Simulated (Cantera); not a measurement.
Fluorocarbon and chlorocarbon gases: CH3Cl + H2

Charge: 1 mol CH3Cl, 0.73 mol H2, equilibrated at 1025 K and 13.3 mbar.

Cantera equilibrium calculation (NASA polynomials, part measured and part estimated; ideal gas, pure solids and liquids). Candidate condensed phases: C, C6H6, C7H8, C8H18; 91 gas species. Equilibrium is a limit: real reactors are often held back by kinetics, nucleation or transport.

```
Property           Result
--------------  ---------
x(H2)               0.633
x(HCl)              0.366
x(CH4)           0.000393
n(C(graphite))  0.999 mol
gas amount      2.729 mol
```
